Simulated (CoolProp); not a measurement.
Properties of n-pentane at several states (Tc = 469.7 K, pc = 33.68 bar, ω = 0.251).

The numbers come from the reference Helmholtz-energy equation of state, Thol 2019 in CoolProp.

```json
[
 {"T (K)": "473.3", "p (bar)": "0.182", "phase": "gas", "Joule-Thomson coefficient (K/MPa)": "___", "expansivity (1/kK)": "2.126", "conductivity (mW/(m K))": "36.0"},
 {"T (K)": "195.7", "p (bar)": "0.504", "phase": "liquid", "Joule-Thomson coefficient (K/MPa)": "-0.5303", "expansivity (1/kK)": "___", "conductivity (mW/(m K))": "151"},
 {"T (K)": "397.7", "p (bar)": "58.9", "phase": "liquid", "Joule-Thomson coefficient (K/MPa)": "___", "expansivity (1/kK)": "2.406", "conductivity (mW/(m K))": "___"},
 {"T (K)": "334.6", "p (bar)": "34.2", "phase": "liquid", "Joule-Thomson coefficient (K/MPa)": "-0.2764", "expansivity (1/kK)": "1.785", "conductivity (mW/(m K))": "___"}
]
```

### Question
Some entries are withheld; supply them.

### Answer

- 473.3, Joule-Thomson coefficient (K/MPa): 7.569
- 195.7, expansivity (1/kK): 1.250
- 397.7, Joule-Thomson coefficient (K/MPa): -0.02936
- 397.7, conductivity (mW/(m K)): 86.7
- 334.6, conductivity (mW/(m K)): 102

Thermal conductivity comes from a separate model (Vassiliou 2015).
